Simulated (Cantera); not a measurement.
Predominance diagram of Na at 1102 °C against the partial pressures of O2 and S2 (log10, bar). Cantera with NASA thermochemical tables; ideal gases at 1 bar, condensed phases pure. Candidates: Na(l), Na2O(s), Na2S(s), Na2SO4(l). Only these pure phases compete in this equilibrium. Not in the tables: pyrosulfates.

### Question
Which phase is stable at these pairs, and which metal-bearing vapour leads over it? (-17.1, -3); (-7.1, -11); (-30, -9); (-27.1, -3); (-22.9, -3); (-14.3, -8); (-11.4, -9)

### Answer
```
log p(O2)  log p(S2)      phase  chief vapour  log p (bar)
---------  ---------  ---------  ------------  -----------
-17.1             -3    Na2S(s)            Na         -3.6
-7.1             -11  Na2SO4(l)            Na         -5.2
-30               -9    Na2S(s)            Na         -2.1
-27.1             -3    Na2S(s)            Na         -3.6
-22.9             -3    Na2S(s)            Na         -3.6
-14.3             -8    Na2S(s)            Na         -2.3
-11.4             -9    Na2S(s)            Na         -2.1
```
